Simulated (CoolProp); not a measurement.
Saturation properties of R245ca.

Model: reference Helmholtz-energy equation of state, Zhou 2016, in CoolProp.

```
T (K)  p (MPa)  liquid density (kg/m³)  vapour density (kg/m³)  liquid cp (kJ/(kg K))  surface tension (mN/m)
-----  -------  ----------------------  ----------------------  ---------------------  ----------------------
251.2  0.01057                    1500                  0.6829                  1.326                    22.5
255.2  0.01333                    1491                  0.8495                  1.329                    21.9
259.3  0.01677                    1481                   1.053                  1.333                    21.4
263.3  0.02079                    1472                   1.288                  1.336                    20.9
267.3  0.02556                    1462                   1.563                  1.340                    20.4
271.4  0.03135                    1453                   1.893                  1.344                    19.8
275.4  0.03798                    1443                   2.266                  1.349                    19.3
279.5  0.04591                    1433                   2.706                  1.354                    18.8
283.5  0.05487                    1423                   3.199                  1.359                    18.2
287.6  0.06546                    1413                   3.776                  1.364                    17.7
291.6  0.07730                    1404                   4.414                  1.370                    17.2
295.7  0.09114                    1393                   5.154                  1.375                    16.6
299.7   0.1065                    1383                   5.967                  1.381                    16.1
```

It boils at 298.4 K under 1 atm.

Surface tension comes from a separate correlation (Mulero 2012).
